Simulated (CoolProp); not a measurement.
R365MFC along the isobar 4510 kPa: Z from the reference equation and from simpler models built on Tc = 460.0 K, pc = 3266 kPa, ω = 0.377; each cubic takes its own stable root.

The numbers come from the reference Helmholtz-energy equation of state, Lemmon 2016 in CoolProp.

| T (K) | phase | reference | van der Waals | Redlich-Kwong | Soave-Redlich-Kwong | Peng-Robinson |
|---|---|---|---|---|---|---|
| 411.4 | liquid | 0.1974 | 0.3087 | 0.2316 | 0.2200 | 0.1950 |
| 421.2 | liquid | 0.1996 | 0.3100 | 0.2357 | 0.2247 | 0.1994 |
| 431.1 | liquid | 0.2031 | 0.3125 | 0.2413 | 0.2314 | 0.2058 |
| 440.9 | liquid | ? | 0.3165 | 0.2491 | 0.2407 | 0.2147 |
| 450.8 | liquid | 0.2161 | 0.3225 | 0.2600 | 0.2547 | 0.2282 |
| 460.6 | supercritical | 0.2292 | 0.3311 | 0.2758 | 0.2763 | 0.2495 |
| 470.5 | supercritical | 0.2557 | 0.3441 | 0.3008 | 0.3153 | 0.2886 |
| 480.3 | supercritical | 0.3456 | 0.3640 | 0.3439 | 0.3932 | ? |
| 490.2 | supercritical | 0.4803 | 0.3970 | ? | 0.4937 | 0.4648 |
| 500 | supercritical | 0.5555 | 0.4491 | 0.4926 | 0.5678 | 0.5368 |

Q: Some entries are withheld; supply them.

A: 
- 440.9, reference: 0.2082
- 480.3, Peng-Robinson: 0.3672
- 490.2, Redlich-Kwong: 0.4171
